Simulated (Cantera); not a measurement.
A perfectly stirred reactor is fed with CH₄ : H₂O : H₂ = 1 : 0.48 : 0.12 (molar parts), at 6.80 bar; it is held at 1523 K, and followed from long to short residence time.

Cantera simulation using GRI-Mech 3.0 (53 species, 325 reactions); the numbers are that mechanism's predictions, not measurements. GRI-Mech 3.0 stops at C3 and has no aromatics, soot or wall deposition, so with more carbon than oxygen in the feed, carbon stays in small species such as C2H2 where larger ones or solid carbon would form.

### Question
What does this change do: CH4 1 to 0.74 parts?

### Answer
```tsv
quantity	before	after
x(CH₄) at τ = 3.30 s	0.274	0.245
x(H₂O) at τ = 3.30 s	0.161	0.202
x(H₂) at τ = 3.30 s	0.433	0.428
x(C₂H₆) at τ = 3.30 s	0.000614	0.000497
x(C₂H) at τ = 3.30 s	1.23e-9	1.02e-9
x(CH₄) at τ = 29.0 ms	0.482	0.432
x(H₂O) at τ = 29.0 ms	0.276	0.333
x(H₂) at τ = 29.0 ms	0.194	0.194
x(C₂H₆) at τ = 29.0 ms	0.000982	0.000843
x(C₂H) at τ = 29.0 ms	7.88e-10	7.19e-10
```

### Question
What does this change do: pressure from 6.80 bar to 0.620 bar?

### Answer
| quantity | before | after |
|---|---|---|
| x(CH₄) at τ = 3.30 s | 0.274 | 0.140 |
| x(H₂O) at τ = 3.30 s | 0.161 | 0.169 |
| x(H₂) at τ = 3.30 s | 0.433 | 0.530 |
| x(C₂H₆) at τ = 3.30 s | 0.000614 | 6.37e-5 |
| x(C₂H) at τ = 3.30 s | 1.23e-9 | 8.63e-9 |
| x(CH₄) at τ = 29.0 ms | 0.482 | 0.564 |
| x(H₂O) at τ = 29.0 ms | 0.276 | 0.290 |
| x(H₂) at τ = 29.0 ms | 0.194 | 0.125 |
| x(C₂H₆) at τ = 29.0 ms | 0.000982 | 0.00109 |
| x(C₂H) at τ = 29.0 ms | 7.88e-10 | 9.33e-10 |
